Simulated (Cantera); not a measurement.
**SiCl4 + NH3 (silicon nitride deposition)**

Charge: 1 mol SiCl4, 8.7 mol NH3, at 10.0 mbar.

Equilibrium computed with Cantera from the NASA thermochemical tables; the gas is ideal and each condensed phase is pure. Candidate condensed phases: NH4Cl, Si, Si3N4; 28 gas species. The tables' values for SiCl3, SiCl, SiN are old estimates; treat these amounts as uncertain. Gases not in the tables: Si2H6 and higher silanes. Kinetics and transport are ignored.

From 702 °C to 1377 °C the condensed part is Si3N4(s). From 1452 °C to 1602 °C nothing is condensed. The main Si-bearing gas is SiCl4 at 702 °C and SiCl2 at 1602 °C.

```tsv
T (°C)	log p H2	log p N2	log p HCl	log p SiCl2	log p H	log p SiCl4	log p Si	n Si3N4(s)
702	-2.23	-2.70	-2.68	-8.65	-10.06	-4.94	<-14	0.326
777	-2.23	-2.70	-2.68	-7.63	-9.20	-5.06	<-14	0.328
852	-2.23	-2.71	-2.68	-6.75	-8.47	-5.16	<-14	0.328
927	-2.23	-2.71	-2.68	-5.98	-7.82	-5.25	<-14	0.328
1002	-2.23	-2.70	-2.68	-5.31	-7.25	-5.34	-13.31	0.326
1077	-2.23	-2.70	-2.68	-4.73	-6.74	-5.44	-11.73	0.317
1152	-2.23	-2.70	-2.70	-4.24	-6.28	-5.59	-10.33	0.291
1227	-2.22	-2.69	-2.74	-3.85	-5.87	-5.82	-9.07	0.238
1302	-2.22	-2.67	-2.81	-3.57	-5.49	-6.17	-7.93	0.158
1377	-2.21	-2.66	-2.91	-3.39	-5.15	-6.62	-6.91	0.0659
1452	-2.21	-2.65	-2.99	-3.29	-4.83	-7.09	-6.06	0
1527	-2.21	-2.65	-2.99	-3.30	-4.55	-7.45	-5.52	0
1602	-2.21	-2.65	-2.98	-3.31	-4.29	-7.78	-5.05	0
```
log p: log10 of the partial pressure in bar; n: condensed amount in mol.
